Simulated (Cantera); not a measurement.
A perfectly stirred reactor is fed with CH₃OH : O₂ : N₂ : CO₂ = 1 : 2.83 : 9.62 : 0.35 (molar parts), at 2.80 bar; it is adiabatic with a 650 K inlet, and is followed from long to short residence time, starting on the burning branch (τ in s: 0.3, 0.073, 0.018, 0.0042, 0.001, 0.00024, 5.8e-05, 1.4e-05, 3.3e-06).

Cantera simulation using GRI-Mech 3.0 (53 species, 325 reactions); the numbers are that mechanism's predictions, not measurements. GRI-Mech 3.0 was tuned for natural gas; its chemistry of methanol as a main component is partial and can be far from experiment.

Task: What does this change do: inlet temperature 650 to 748 K?

Result: 
```tsv
quantity	before	after
blow-out, bracketed by the residence times tried	burning at 0.240 ms, out at 58.0 µs	burning at 0.240 ms, out at 58.0 µs
x(CH₃OH) at τ = 0.300 s	5.51e-7	3.51e-7
x(O₂) at τ = 0.300 s	0.0927	0.0925
x(CO₂) at τ = 0.300 s	0.0942	0.0941
x(NO) at τ = 0.300 s	0.000123	0.000420
x(C₂H₄) at τ = 0.300 s	<1e-12	<1e-12
x(CH₃OH) at τ = 1.00 ms	4.26e-5	3.29e-5
x(O₂) at τ = 1.00 ms	0.0940	0.0937
x(CO₂) at τ = 1.00 ms	0.0900	0.0901
x(NO) at τ = 1.00 ms	8.50e-6	1.54e-5
x(C₂H₄) at τ = 1.00 ms	2.72e-11	2.42e-11
```
